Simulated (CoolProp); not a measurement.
Sulfur hexafluoride at 293.15 K and 3.22 MPa flows at 0.78 m/s in a round tube of 1 mm bore and 15 µm roughness, fully developed (64/Re and Nu = 3.66 if laminar; Colebrook and Gnielinski if turbulent). Each further row changes one setting.

Computed with CoolProp (reference Helmholtz-energy equation of state, Guder 2009).

| case | Reynolds number | Darcy friction factor | pressure drop (Pa/m) | heat-transfer coefficient (W/(m² K)) | mass flow (kg/h) |
|---|---|---|---|---|---|
| as stated | 8050 | 0.0488 | 21200 | 3450 | 3.15 |
| velocity 1.56 m/s | 16100 | 0.0464 | 80600 | 7120 | 6.30 |
| diameter 2 mm | 16100 | 0.0385 | 8350 | 3090 | 12.6 |

Viscosity comes from a separate model (Quiñones-Cisneros 2012). Thermal conductivity comes from a separate model (Assael 2012).
